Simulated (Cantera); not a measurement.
Mixture: 2.81 % CH4, 0.101 % C2H6, 14.9 % O2, 82.1 % N2, equivalence ratio 0.40, at 0.572 atm, adiabatic and at constant volume. Ignition delay is the time to a rise of 400 K.

Detailed kinetics in Cantera: GRI-Mech 3.0 (53 species, 325 reactions).

Q: Predict: delay at 1075 K; delay at 1125 K; delay at 1175 K; delay at 1225 K; delay at 1275 K; delay at 1325 K; delay at 1375 K; apparent activation energy between 1275 and 1375 K.

A: delay at 1075 K: 0.142 s
delay at 1125 K: 67.8 ms
delay at 1175 K: 33.1 ms
delay at 1225 K: 16.5 ms
delay at 1275 K: 8.46 ms
delay at 1325 K: 4.46 ms
delay at 1375 K: 2.44 ms
apparent activation energy between 1275 and 1375 K: 180 kJ/mol
